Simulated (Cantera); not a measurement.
Input (Python, Cantera):

```python
import numpy as np
import cantera as ct

gas = ct.Solution("gri30.yaml")
gas.TPX = 800, 100000, {'CH4': 1, 'C2H6': 0.94, 'C3H8': 1.3, 'O2': 25.6, 'N2': 96.4}
inlet = ct.Reservoir(gas, clone=True)
gas.equilibrate("HP")  # start burning
reactor = ct.IdealGasConstPressureReactor(gas, energy="on", clone=False)
exhaust = ct.Reservoir(gas, clone=True)
tau = [0.17, 0.05, 0.015, 0.0042, 0.0012, 0.00036, 0.00011, 3.1e-05, 9.1e-06][0]
for a, b in ((inlet, reactor), (reactor, exhaust)):
    ct.MassFlowController(a, b, mdot=lambda t: reactor.mass / tau)
net = ct.ReactorNet([reactor])
show = ['CH4', 'C2H6', 'C3H8', 'C2H4', 'O', 'HCO']

rows = []
print(f"{'tau/s':>10s}{'T/K':>9s}" + "".join(f"{s:>11s}" for s in show))
for tau in [0.17, 0.05, 0.015, 0.0042, 0.0012, 0.00036, 0.00011, 3.1e-05, 9.1e-06]:
    net.initial_time = 0.0
    net.advance(30 * tau)
    before = gas.X
    net.advance(40 * tau)
    drift = np.max(np.abs(gas.X - before) / (gas.X + 1e-9))
    rows.append([gas.T, *gas[show].X, drift])
    print(f"{tau:10.3e}{gas.T:9.1f}" + "".join(f"{x:11.3e}" for x in gas[show].X))
```

Result:

```
     tau/s      T/K        CH4       C2H6       C3H8       C2H4          O        HCO
 1.700e-01   1832.2  9.115e-07  1.680e-07  2.198e-07  1.414e-06  1.705e-04  5.857e-09
 5.000e-02   1826.4  1.970e-06  4.065e-07  5.515e-07  3.022e-06  3.429e-04  2.096e-08
 1.500e-02   1815.4  4.153e-06  9.196e-07  1.266e-06  5.837e-06  6.983e-04  7.487e-08
 4.200e-03   1793.3  9.411e-06  2.152e-06  2.934e-06  1.095e-05  1.418e-03  2.875e-07
 1.200e-03   1753.1  2.291e-05  5.234e-06  6.944e-06  2.032e-05  2.557e-03  1.057e-06
 3.600e-04   1686.3  6.530e-05  1.455e-05  1.876e-05  4.386e-05  3.647e-03  3.599e-06
 1.100e-04   1559.1  3.512e-04  7.511e-05  9.571e-05  2.170e-04  2.494e-03  1.194e-05
 3.100e-05    800.0  7.985e-03  7.506e-03  1.038e-02  2.129e-13  4.854e-19  2.398e-27
 9.100e-06    800.0  7.985e-03  7.506e-03  1.038e-02  3.166e-14  1.042e-19  9.323e-28
```

Computed with Cantera and GRI-Mech 3.0 (53 species, 325 reactions). GRI-Mech 3.0 was tuned for natural gas; its chemistry of propane as a main component is partial and can be far from experiment.
